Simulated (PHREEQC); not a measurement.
Dissolve 39 mmol/kgw H2S, 8.3 mmol/kgw HCl and 1.9 mmol/kgw NiCl2 at 35 °C. It is in equilibrium with CO2 at log p = -2 (atm). Otherwise closed; pH follows from the charge balance.

Computed with PHREEQC (ion-association model, wateq4f.dat).

Question: The ionic strength comes out as 0.0139 mol/kgw. What activity coefficients do Ni+2, H+, Cl-, NiCl+ get?

Answer: Ni+2 0.62, H+ 0.90, Cl- 0.88, NiCl+ 0.89.

No solid was allowed to form. Examples of supersaturated solids here: Millerite. Others may be too. The polysulfide entries of wateq4f.dat were taken out for this run.
